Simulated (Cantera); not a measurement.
Mixture: H₂ : O₂ : N₂ : NO = 1 : 0.649 : 3.05 : 0.0099 (molar parts), at 1.00 bar, adiabatic and at constant pressure. Ignition delay is the time to a rise of 400 K.

Detailed kinetics in Cantera: GRI-Mech 3.0 (53 species, 325 reactions). The mechanism lacks 2 NO + O2 → 2 NO2 and HONO, so NO2 and the effect of NO are under-described below about 1400 K. Where the delays flatten at high temperature, the 400 K rule measures the pace of heat release, not the induction time.

Question: What does this change do: constant volume in place of constant pressure?

Answer: 
```json
[
 {"quantity": "delay at 1123 K", "before": "84.7 µs", "after": "80.5 µs"},
 {"quantity": "delay at 1323 K", "before": "34.9 µs", "after": "31.0 µs"},
 {"quantity": "delay at 1523 K", "before": "24.6 µs", "after": "19.5 µs"},
 {"quantity": "delay at 1723 K", "before": "24.6 µs", "after": "17.6 µs"},
 {"quantity": "delay at 1923 K", "before": "29.3 µs", "after": "20.0 µs"}
]
```

Question: What does this change do: pressure from 1.00 bar to 5.00 bar?

Answer: 
```csv
quantity,before,after
delay at 1123 K,84.7 µs,33.2 µs
delay at 1323 K,34.9 µs,6.78 µs
delay at 1523 K,24.6 µs,3.24 µs
delay at 1723 K,24.6 µs,2.23 µs
delay at 1923 K,29.3 µs,1.96 µs
```
The hydrogen kinetics of GRI-Mech 3.0 are dated; newer H2 mechanisms differ, most at raised pressure.
